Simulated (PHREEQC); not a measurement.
A solution holds 0.26 mol/kgw NaH2PO4 and 0.011 mol/kgw KOH, at 78 °C. Closed to the air; pH follows from the charge balance.

Model: ion-association model, phreeqc.dat, run in PHREEQC.

The ionic strength comes out as 0.280 mol/kgw. What activity coefficients do KHPO4-, NaHPO4-, H+, H2PO4-, K+ get?

KHPO4- 0.70, NaHPO4- 0.70, H+ 0.77, H2PO4- 0.70, K+ 0.66.

Precipitation was switched off in this run. Complexes and solids missing from the database can't appear. At this temperature some constants are extrapolated from 25 °C, and those without enthalpy data are left unchanged.
